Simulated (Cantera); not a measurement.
Charge: 1 mol SiH4, 0.97 mol HCl, 420 mol H2, 0.00084 mol HF, held at 40.5 Torr.

Equilibrium computed with Cantera from the NASA thermochemical tables; the gas is ideal and each condensed phase is pure. Candidate condensed phases: Si; 37 gas species. Gases not in the tables: Si2H6 and higher silanes. Equilibrium is a limit: real reactors are often held back by kinetics, nucleation or transport.

### Question
Which condensed phases are stable at each of these points (T (K)): 1223, 1273, 1323, 1373, 1423, 1473, 1523, 1573, 1623, 1673, 1723, 1773?

### Answer
```json
[
 {"T (K)": "1223", "condensed phases": "Si(s)", "Si condensed (%)": "99.4"},
 {"T (K)": "1273", "condensed phases": "Si(s)", "Si condensed (%)": "99.4"},
 {"T (K)": "1323", "condensed phases": "Si(s)", "Si condensed (%)": "99.4"},
 {"T (K)": "1373", "condensed phases": "Si(s)", "Si condensed (%)": "99.4"},
 {"T (K)": "1423", "condensed phases": "Si(s)", "Si condensed (%)": "99.3"},
 {"T (K)": "1473", "condensed phases": "Si(s)", "Si condensed (%)": "99.3"},
 {"T (K)": "1523", "condensed phases": "Si(s)", "Si condensed (%)": "99.2"},
 {"T (K)": "1573", "condensed phases": "Si(s)", "Si condensed (%)": "99.0"},
 {"T (K)": "1623", "condensed phases": "Si(s)", "Si condensed (%)": "98.8"},
 {"T (K)": "1673", "condensed phases": "Si(s)", "Si condensed (%)": "98.3"},
 {"T (K)": "1723", "condensed phases": "Si(l)", "Si condensed (%)": "97.4"},
 {"T (K)": "1773", "condensed phases": "Si(l)", "Si condensed (%)": "96.0"}
]
```

From 1223 K to 1673 K the condensed part is Si(s). From 1723 K to 1773 K the condensed part is Si(l).
